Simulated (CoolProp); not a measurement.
Vapour-liquid equilibrium of propylene (1) + dimethyl ether (2) at 0.0985 MPa; x and y are mole fractions of (1).

Values from CoolProp's multi-fluid Helmholtz-energy mixture model, Lemmon 2013 and Wu 2011; pair parameters Bell 2016.

Question: Give the bubble temperature and the first vapour's composition at x = 0.35, 0.875, 0.95. Is there an azeotrope?

Answer: x = 0.35: -37.9 °C, y = 0.617; x = 0.875: -46.7 °C, y = 0.941; x = 0.95: -47.6 °C, y = 0.976. No azeotrope shows between x = 0.05 and 0.95.

Pair parameters are fitted to limited data, so mixtures are less certain than the pure fluids.
